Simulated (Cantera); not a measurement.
A perfectly stirred reactor is fed with CH4 : CO : O2 : N2 = 1 : 1.1 : 3.7 : 13.9 (molar parts), at 14.0 bar; it is adiabatic with a 700 K inlet, and is followed from long to short residence time, starting on the burning branch (τ in s: 0.063, 0.022, 0.0077, 0.0027, 0.00094, 0.00033, 0.00012, 4e-05, 1.4e-05).

Cantera simulation using GRI-Mech 3.0 (53 species, 325 reactions); the numbers are that mechanism's predictions, not measurements. The pressure lies above the range GRI-Mech 3.0 was tuned for (to about 10 atm).

x: mole fraction; the columns are a selection and need not sum to one.

```json
[
 {"τ (s)": "0.063", "T (K)": "2199", "x CH4": "5.22e-7", "x CO": "0.000761", "x O2": "0.0584", "x NO": "0.00287", "x NO2": "7.28e-6", "x C2H6": "<1e-12", "x HCO": "…"},
 {"τ (s)": "0.022", "T (K)": "2201", "x CH4": "1.45e-6", "x CO": "0.000834", "x O2": "0.0591", "x NO": "0.00149", "x NO2": "3.85e-6", "x C2H6": "2.87e-12", "x HCO": "…"},
 {"τ (s)": "0.0077", "T (K)": "2201", "x CH4": "3.95e-6", "x CO": "0.00101", "x O2": "0.0596", "x NO": "0.000669", "x NO2": "1.81e-6", "x C2H6": "2.08e-11", "x HCO": "…"},
 {"τ (s)": "0.0027", "T (K)": "2198", "x CH4": "1.03e-5", "x CO": "0.00146", "x O2": "0.0600", "x NO": "0.000300", "x NO2": "9.03e-7", "x C2H6": "1.35e-10", "x HCO": "…"},
 {"τ (s)": "0.00094", "T (K)": "2188", "x CH4": "2.48e-5", "x CO": "0.00252", "x O2": "0.0605", "x NO": "0.000152", "x NO2": "5.57e-7", "x C2H6": "7.13e-10", "x HCO": "…"},
 {"τ (s)": "0.00033", "T (K)": "2167", "x CH4": "5.50e-5", "x CO": "0.00475", "x O2": "0.0616", "x NO": "8.98e-5", "x NO2": "4.19e-7", "x C2H6": "2.96e-9", "x HCO": "…"},
 {"τ (s)": "0.00012", "T (K)": "2129", "x CH4": "0.000117", "x CO": "0.00890", "x O2": "0.0636", "x NO": "5.64e-5", "x NO2": "3.14e-7", "x C2H6": "1.08e-8", "x HCO": "…"},
 {"τ (s)": "4.0e-5", "T (K)": "2051", "x CH4": "0.000294", "x CO": "0.0178", "x O2": "0.0682", "x NO": "2.99e-5", "x NO2": "1.83e-7", "x C2H6": "5.43e-8", "x HCO": "…"},
 {"τ (s)": "1.4e-5", "T (K)": "700", "x CH4": "0.0508", "x CO": "0.0558", "x O2": "0.188", "x NO": "<1e-12", "x NO2": "<1e-12", "x C2H6": "<1e-12", "x HCO": "<1e-12"}
]
```

Q: Fill in the missing entries.

A: 
- 0.063, x HCO: 1.54e-9
- 0.022, x HCO: 4.35e-9
- 0.0077, x HCO: 1.24e-8
- 0.0027, x HCO: 3.54e-8
- 0.00094, x HCO: 1.02e-7
- 0.00033, x HCO: 2.96e-7
- 0.00012, x HCO: 8.31e-7
- 4.0e-5, x HCO: 2.55e-6
